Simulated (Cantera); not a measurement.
Cantera run, input and output.

```python
import numpy as np
import cantera as ct

gas = ct.Solution("h2o2.yaml")
gas.TPX = 1073, 500, {'H2': 0.019, 'O2': 1, 'H2O': 0.019}
reactor = ct.IdealGasConstPressureReactor(gas, energy="off", clone=False)
net = ct.ReactorNet([reactor])
net.rtol, net.atol = 1e-08, 1e-18
show = ['H2', 'O2', 'H2O2', 'O', 'H2O', 'HO2', 'H']
times = np.geomspace(6e-06, 2, 10)

steps = ct.SolutionArray(gas, extra=["t"])
rows = []
print(f"{'t/s':>10s}{'T/K':>9s}{'P/Pa':>11s}" + "".join(f"{s:>11s}" for s in show))
for t in times:
    while net.time < t:
        t_next = net.step()
        steps.append(gas.state, t=t_next)
    rows.append([np.interp(t, steps.t, y) for y in (steps.T, steps.P, *steps(*show).X.T)])
    print(f"{t:10.3e}{rows[-1][0]:9.1f}{rows[-1][1]:11.4g}" + "".join(f"{x:11.3e}" for x in rows[-1][2:]))
rate = np.gradient(steps.T, steps.t)
print("integrator steps:", len(steps.t))
if steps.T.max() > steps.T[0] + 200:
    print(f"time of steepest temperature rise: {steps.t[rate.argmax()]:.4e} s")
gas.TPX = 1073, 500, {'H2': 0.019, 'O2': 1, 'H2O': 0.019}
gas.equilibrate("TP")
print(f"equilibrium (TP): T = {gas.T:.1f} K  " + "  ".join(f"{s} {gas[s].X[0]:.3e}" for s in show))
```

It prints:

```
       t/s      T/K       P/Pa         H2         O2       H2O2          O        H2O        HO2          H
 6.000e-06   1073.0        500  1.830e-02  9.634e-01  1.232e-18  3.327e-14  1.830e-02  2.479e-12  2.439e-12
 2.465e-05   1073.0        500  1.830e-02  9.634e-01  2.070e-17  5.428e-13  1.830e-02  1.019e-11  9.620e-12
 1.013e-04   1073.0        500  1.830e-02  9.634e-01  3.484e-16  8.169e-12  1.830e-02  4.187e-11  3.400e-11
 4.160e-04   1073.0        500  1.830e-02  9.634e-01  5.876e-15  9.863e-11  1.830e-02  1.722e-10  9.523e-11
 1.709e-03   1073.0        500  1.830e-02  9.634e-01  9.928e-14  1.148e-09  1.830e-02  7.104e-10  3.835e-10
 7.021e-03   1073.0        500  1.830e-02  9.634e-01  1.756e-12  1.099e-07  1.830e-02  3.383e-09  2.720e-08
 2.884e-02   1073.0        500  1.521e-03  9.503e-01  5.919e-08  1.059e-02  3.264e-02  1.659e-06  3.058e-03
 1.185e-01   1073.0        500  1.960e-04  9.529e-01  2.537e-08  9.124e-03  3.529e-02  1.256e-06  1.425e-03
 4.868e-01   1073.0        500  6.667e-05  9.596e-01  2.491e-08  3.064e-03  3.637e-02  8.378e-07  2.770e-04
 2.000e+00   1073.0        500  8.012e-06  9.626e-01  1.716e-08  3.708e-04  3.682e-02  2.775e-07  1.166e-05
integrator steps: 1122
equilibrium (TP): T = 1073.0 K  H2 3.566e-10  O2 9.631e-01  H2O2 1.727e-11  O 1.738e-08  H2O 3.695e-02  HO2 1.401e-09  H 3.766e-12
```

Cantera simulation using the H2/O2 subset of GRI-Mech 3.0, which has no nitrogen chemistry; the numbers are that mechanism's predictions, not measurements. Radical loss at walls, strong at low pressure, is not modelled.
